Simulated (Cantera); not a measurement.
A closed system holds: 1 mol Al, a varied amount of HBr, 7.3 mol N2, held at 1475 K and 67000 Pa.

Cantera equilibrium calculation (NASA polynomials, part measured and part estimated; ideal gas, pure solids and liquids). Candidate condensed phases: Al, AlBr3, AlN, Br2; 19 gas species. Kinetics and transport are ignored.

Question: At 2.5 mol HBr, list the 5 most abundant gas species with their mole fractions, and the condensed phases.

Answer: N2 0.766, H2 0.106, AlBr3 0.0702, HBr 0.0576, Br 0.000311. Condensed: AlN(s).
